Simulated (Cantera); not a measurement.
An adiabatic, constant-pressure homogeneous reactor starts with C2H4 : O2 : N2 : H2O = 1 : 1.2 : 4.51 : 1.8 (molar parts), equivalence ratio 2.5, at 1623 K and 1300000 Pa. Integrator tolerance rtol = 1e-08.

Computed with Cantera and GRI-Mech 3.0 (53 species, 325 reactions). GRI-Mech 3.0 was tuned for natural gas; its chemistry of ethylene as a main component is partial and can be far from experiment. The pressure lies above the range GRI-Mech 3.0 was tuned for (to about 10 atm).

Task: What does this change do: constant volume in place of constant pressure?

Result: 
| quantity | before | after |
|---|---|---|
| time of steepest temperature rise | 1.64 µs | 1.73 µs |
| temperature at 0.100 s | 2522 K | 2791 K |
| equilibrium temperature | 2522 K | 2791 K |
| x(C2H4) at 0.100 s | <1e-12 (gas-phase equilibrium <1e-12) | <1e-12 (gas-phase equilibrium <1e-12) |
| x(O2) at 0.100 s | 3.57e-6 (gas-phase equilibrium 3.57e-6) | 1.78e-5 (gas-phase equilibrium 1.78e-5) |
| x(H2O) at 0.100 s | 0.185 (gas-phase equilibrium 0.185) | 0.185 (gas-phase equilibrium 0.185) |
| x(OH) at 0.100 s | 0.000714 (gas-phase equilibrium 0.000714) | 0.00187 (gas-phase equilibrium 0.00187) |
| x(CH2CO) at 0.100 s | 5.88e-12 (gas-phase equilibrium 6.54e-12) | 1.90e-11 (gas-phase equilibrium 2.10e-11) |

Task: What does this change do: 0.23 parts CO2 added?

Result: 
| quantity | before | after |
|---|---|---|
| time of steepest temperature rise | 1.64 µs | 1.67 µs |
| temperature at 0.100 s | 2522 K | 2488 K |
| equilibrium temperature | 2522 K | 2488 K |
| x(C2H4) at 0.100 s | <1e-12 (gas-phase equilibrium <1e-12) | <1e-12 (gas-phase equilibrium <1e-12) |
| x(O2) at 0.100 s | 3.57e-6 (gas-phase equilibrium 3.57e-6) | 3.52e-6 (gas-phase equilibrium 3.52e-6) |
| x(H2O) at 0.100 s | 0.185 (gas-phase equilibrium 0.185) | 0.195 (gas-phase equilibrium 0.195) |
| x(OH) at 0.100 s | 0.000714 (gas-phase equilibrium 0.000714) | 0.000658 (gas-phase equilibrium 0.000658) |
| x(CH2CO) at 0.100 s | 5.88e-12 (gas-phase equilibrium 6.54e-12) | 5.37e-12 (gas-phase equilibrium 5.94e-12) |
